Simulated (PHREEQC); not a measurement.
A solution holds 9.9 mmol/kgw CsOH, 0.5 mmol/kgw H3BO3 and 2.2 mmol/kgw NaNO3, at 25 °C. Closed to the air; pH follows from the charge balance.

Computed with PHREEQC (ion-association model, wateq4f.dat).

Each row changes one thing in this solution. Precipitation was switched off in this run.

| case | pH | ionic strength (mol/kgw) | H3BO3 (mol/kgw) |
|---|---|---|---|
| as made | 11.92 | 0.0121 | 9.17e-7 |
| temperature from 25 to 80 °C | 10.53 | 0.0121 | 9.41e-6 |
| temperature from 25 to 10 °C | 12.46 | 0.0121 | 3.58e-7 |
| temperature from 25 to 5 °C | 12.66 | 0.0121 | 2.51e-7 |
| H3BO3 from 0.0005 to 0.0025 mol/kgw | 11.82 | 0.0121 | 5.82e-6 |
| CsOH from 0.0099 to 0.0495 mol/kgw | 12.60 | 0.0517 | 1.73e-7 |
| temperature from 25 to 35 °C | 11.61 | 0.0121 | 1.57e-6 |

Away from 25 °C the constants follow the database's enthalpies or fits; those with neither stay at their 25 °C values.
